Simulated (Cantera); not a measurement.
A freely propagating, adiabatic, planar premixed flame of 8.99 % CH₄, 0.306 % C₂H₆, 19.1 % O₂, 71.6 % N₂, equivalence ratio 1.00, unburnt at 348 K and 105 Torr; mixture-averaged transport, grid criteria slope 0.08 and curve 0.16, no radiation.

Model: GRI-Mech 3.0 (53 species, 325 reactions), integrated in Cantera. Burning velocities carry a grid error of a few per cent, more on coarse grids.

Q: Predict: laminar burning velocity; thermal thickness; peak x(C₂H₂); peak x(OH).

A: 
| Property | Result |
|---|---|
| laminar burning velocity | 75.0 cm/s |
| thermal thickness | 2.17 mm |
| peak x(C₂H₂) | 0.000111 |
| peak x(OH) | 0.00908 |
